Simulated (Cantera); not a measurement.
A perfectly stirred reactor is fed with 4.64 % CH₄, 4.27 % CO, 18.1 % O₂, 68.3 % N₂, 2.23 % CO₂, 2.46 % H₂, equivalence ratio 0.70, at 5.00 bar; it is adiabatic with a 750 K inlet, and is followed from long to short residence time, starting on the burning branch (τ in s: 0.12, 0.055, 0.025, 0.012, 0.0053, 0.0024, 0.0011, 0.0005, 0.00023, 0.0001, 4.7e-05, 2.2e-05).

Computed with Cantera and GRI-Mech 3.0 (53 species, 325 reactions).

One state of this run: T (K) = 2139; x CH₄ = 5.02e-5; x CO = 0.00754; x O₂ = 0.0588; x C₂H₆ = 9.05e-10; x CH₂CO = 2.41e-8. x: mole fraction; the columns are a selection and need not sum to one.

Task: Which value of τ (s) does it belong to?
A) 0.12
B) 0.055
C) 0.0053
D) 0.00050

Result: D, 0.00050
